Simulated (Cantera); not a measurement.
# B2H6 + O2 + H2 (boron, boron nitride and boron oxide)

Charge: 1 mol B2H6, 0.59 mol O2, 0.26 mol H2, equilibrated at 7.50 Torr.

Cantera equilibrium calculation (NASA polynomials, part measured and part estimated; ideal gas, pure solids and liquids). Candidate condensed phases: B, B2O3, B3O3H3, H2O; 23 gas species. The feed counts by its element totals alone. Mutual solubility and eutectic melting of coexisting phases are not modelled. The tables' values for BH2 are old estimates; treat these amounts as uncertain. Rates play no part.

```tsv
T (K)	log p H2	log p HBO	log p BO	log p B2O2	log p H	log p B2O3	log p HBO2	log p B2O	n B(s)	n B2O3(l)
1023	-2.00	-6.79	-12.36	-9.88	-9.38	-11.01	-9.12	<-14	1.21	0.391
1123	-2.00	-5.85	-10.50	-8.22	-8.37	-9.21	-7.96	<-14	1.21	0.391
1223	-2.00	-5.06	-8.96	-6.84	-7.52	-7.72	-7.00	-12.26	1.21	0.390
1323	-2.00	-4.40	-7.66	-5.68	-6.80	-6.46	-6.20	-10.66	1.21	0.386
1423	-2.01	-3.83	-6.54	-4.69	-6.18	-5.39	-5.51	-9.30	1.19	0.368
1523	-2.03	-3.35	-5.57	-3.83	-5.65	-4.46	-4.93	-8.12	1.13	0.293
1623	-2.10	-2.99	-4.76	-3.14	-5.21	-3.74	-4.51	-7.12	0.901	0
1723	-2.10	-2.93	-4.33	-3.12	-4.79	-3.98	-4.69	-6.53	0.867	0
1823	-2.11	-2.90	-3.97	-3.13	-4.42	-4.24	-4.88	-6.02	0.847	0
1923	-2.12	-2.88	-3.66	-3.16	-4.08	-4.51	-5.08	-5.58	0.833	0
2023	-2.13	-2.88	-3.39	-3.22	-3.78	-4.79	-5.29	-5.20	0.824	0
2123	-2.14	-2.91	-3.17	-3.32	-3.51	-5.12	-5.53	-4.88	0.816	0
2223	-2.16	-2.96	-3.00	-3.46	-3.27	-5.49	-5.80	-4.61	0.806	0
```
log p: log10 of the partial pressure in bar; n: condensed amount in mol.

From 1023 K to 1523 K the condensed part is B(s) + B2O3(l). From 1623 K to 2223 K the condensed part is B(s). The main B-bearing gas is B3O3H3 at 1023 K and HBO at 2223 K.
